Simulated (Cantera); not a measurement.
Feed: 1 mol BF3, 32 mol H2, at 270 Torr.

Method: chemical equilibrium by Gibbs-energy minimisation in Cantera with the NASA 1993 tables (ideal gas, pure condensed phases). Candidate condensed phases: B; 20 gas species. The tables' values for BF2 are old estimates; treat these amounts as uncertain. The numbers say what is thermodynamically allowed, not how fast it happens.

x: gas mole fraction; nothing condenses.

```tsv
T (°C)	x H2	x BF3	x HF	x BHF2	x BF2	x H	x BF
650	0.969	0.0301	0.000215	0.000215	1.58e-8	…	<1e-12
700	0.969	0.0300	0.000326	0.000326	6.43e-8	…	8.19e-12
750	0.969	0.0298	0.000473	0.000473	2.27e-7	…	6.68e-11
800	0.969	0.0296	0.000662	0.000661	7.12e-7	…	4.48e-10
850	0.969	0.0294	0.000898	0.000895	2.01e-6	…	2.53e-9
900	0.969	0.0291	0.00118	0.00118	5.19e-6	…	1.23e-8
950	0.968	0.0288	0.00153	0.00151	1.23e-5	…	5.22e-8
1000	0.968	0.0284	0.00193	0.00190	2.73e-5	…	1.97e-7
1050	0.967	0.0279	0.00239	0.00233	5.67e-5	…	6.72e-7
1100	0.967	0.0274	0.00292	0.00281	0.000111	…	2.07e-6
1150	0.966	0.0268	0.00353	0.00331	0.000205	…	5.86e-6
```

### Question
Some entries are withheld; supply them.

### Answer

- 650, x H: 4.01e-10
- 700, x H: 1.77e-9
- 750, x H: 6.79e-9
- 800, x H: 2.30e-8
- 850, x H: 6.99e-8
- 900, x H: 1.93e-7
- 950, x H: 4.93e-7
- 1000, x H: 1.17e-6
- 1050, x H: 2.60e-6
- 1100, x H: 5.46e-6
- 1150, x H: 1.09e-5
